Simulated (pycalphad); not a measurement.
Source of the numbers: pycalphad with the COST 507 light-alloy database (1999); pressure 1 atm. These are 1990s assessments: newer ones move some temperatures and phases. Kinetics are ignored, which matters at the lower temperatures.

Molar enthalpy of Hf-0.21C (at.%) in equilibrium (SER reference):

```csv
T (°C),H (kJ/mol),phases
3027,140.35,LIQUID
2877,133.76,LIQUID
2727,127.16,LIQUID
2577,120.57,LIQUID
2427,113.97,LIQUID
2352,110.68,LIQUID
2277,107.38,LIQUID
2202,77.24,BCC_A2
2127,74.43,BCC_A2
1977,68.80,BCC_A2 + HCP_A3
1827,62.70,BCC_A2 + HCP_A3
1677,52.48,HCP_A3
1527,46.74,HCP_A3
1377,41.19,HCP_A3
1227,35.83,HCP_A3
1077,30.65,HCP_A3
927,25.66,HCP_A3
777,20.85,HCP_A3
627,16.23,HCP_A3
477,11.79,HCP_A3
327,7.53,HCP_A3
```

Cooling from 2277 °C to 2202 °C, across the freezing range, releases 30.1 kJ/mol, or 169 J/g. The slope is 44 J/(mol K) in the liquid and 37 J/(mol K) just below the solidus, where it includes any heat of precipitation. Liquidus 2229 °C, solidus 2219 °C. Changes were sought between steps of 75 K, so a narrower field can be missed.

BCC_A2 is bcc; HCP_A3 is hcp.
